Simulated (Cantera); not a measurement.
## BCl3 + N2 + H2 (boron, boron nitride and boron oxide)

Input: 1 mol BCl3, a varied amount of N2, 0.19 mol H2, held at 775 K and 7.70 mbar.

Method: chemical equilibrium by Gibbs-energy minimisation in Cantera with the NASA 1993 tables (ideal gas, pure condensed phases). Candidate condensed phases: B, BN, NH4Cl; 21 gas species. N2 is the only nitrogen source here; it is nearly inert below about 1500 K, so the nitride shown seldom forms there in practice. Equilibrium is a limit: real reactors are often held back by kinetics, nucleation or transport.

```json
[
 {"n(N2) (mol)": "1.6", "x N2": "0.551", "x BCl3": "0.313", "x HCl": "0.136", "x H2": "2.84e-7", "x Cl": "3.05e-9", "x Cl2": "2.71e-9", "n BN(s)": "0.127"},
 {"n(N2) (mol)": "2.9", "x N2": "0.694", "x BCl3": "0.214", "x HCl": "0.0929", "x H2": "1.58e-7", "x Cl": "2.79e-9", "x Cl2": "2.27e-9", "n BN(s)": "0.127"},
 {"n(N2) (mol)": "4.2", "x N2": "0.767", "x BCl3": "0.162", "x HCl": "0.0705", "x H2": "1.06e-7", "x Cl": "2.59e-9", "x Cl2": "1.95e-9", "n BN(s)": "0.127"},
 {"n(N2) (mol)": "5.5", "x N2": "0.813", "x BCl3": "0.131", "x HCl": "0.0568", "x H2": "7.76e-8", "x Cl": "2.43e-9", "x Cl2": "1.72e-9", "n BN(s)": "0.127"},
 {"n(N2) (mol)": "6.8", "x N2": "0.843", "x BCl3": "0.109", "x HCl": "0.0476", "x H2": "6.05e-8", "x Cl": "2.30e-9", "x Cl2": "1.55e-9", "n BN(s)": "0.127"},
 {"n(N2) (mol)": "8.1", "x N2": "0.865", "x BCl3": "0.0940", "x HCl": "0.0409", "x H2": "4.91e-8", "x Cl": "2.20e-9", "x Cl2": "1.41e-9", "n BN(s)": "0.127"},
 {"n(N2) (mol)": "9.5", "x N2": "0.883", "x BCl3": "0.0817", "x HCl": "0.0355", "x H2": "4.04e-8", "x Cl": "2.11e-9", "x Cl2": "1.30e-9", "n BN(s)": "0.127"},
 {"n(N2) (mol)": "11", "x N2": "0.897", "x BCl3": "0.0716", "x HCl": "0.0312", "x H2": "3.37e-8", "x Cl": "2.02e-9", "x Cl2": "1.19e-9", "n BN(s)": "0.127"},
 {"n(N2) (mol)": "12", "x N2": "0.905", "x BCl3": "0.0662", "x HCl": "0.0288", "x H2": "3.03e-8", "x Cl": "1.97e-9", "x Cl2": "1.14e-9", "n BN(s)": "0.127"},
 {"n(N2) (mol)": "13", "x N2": "0.912", "x BCl3": "0.0615", "x HCl": "0.0268", "x H2": "2.74e-8", "x Cl": "1.93e-9", "x Cl2": "1.08e-9", "n BN(s)": "0.127"},
 {"n(N2) (mol)": "15", "x N2": "0.923", "x BCl3": "0.0539", "x HCl": "0.0235", "x H2": "2.29e-8", "x Cl": "1.85e-9", "x Cl2": "9.97e-10", "n BN(s)": "0.127"}
]
```
x: gas mole fraction; n: condensed amount in mol.

From 1.6 mol N2 to 15 mol N2 the condensed part is BN(s). The main B-bearing gas is BCl3 throughout.
